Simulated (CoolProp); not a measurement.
The fluid at 436.51 K and 10.9 MPa flows at 0.097 m/s in a round tube of 12.7 mm bore and 45 µm roughness, fully developed (64/Re and Nu = 3.66 if laminar; Colebrook and Gnielinski if turbulent). The same conditions are run with several fluids, on thermodynamics alone (safety and materials aside).

Model: reference Helmholtz-energy equation of state of each fluid (propylene: Lemmon 2013; R152A: Outcalt 1996; R407C: Lemmon 2003; propane: Lemmon 2009; normal hydrogen: Leachman 2009), in CoolProp. Blends and air are pseudo-pure fits.

```tsv
fluid	Reynolds number	Darcy friction factor	pressure drop (Pa/m)	heat-transfer coefficient (W/(m² K))	mass flow (kg/h)
propylene	9660	0.0361	3.09	248	(withheld)
R152A	13100	0.0343	5.91	336	(withheld)
R407C	14800	(withheld)	5.42	(withheld)	19.2
propane	10900	(withheld)	3.33	275	11.3
normal hydrogen	611	0.105	0.224	73.1	0.255
```

Q: Fill in the missing entries.

A: 
- propylene, mass flow (kg/h): 10.2
- R152A, mass flow (kg/h): 20.6
- R407C, Darcy friction factor: 0.0337
- R407C, heat-transfer coefficient (W/(m² K)): 234
- propane, Darcy friction factor: 0.0353

Transport values come from each fluid's own correlations; those of propylene, R152A are estimates that may be off by 10 % or more.
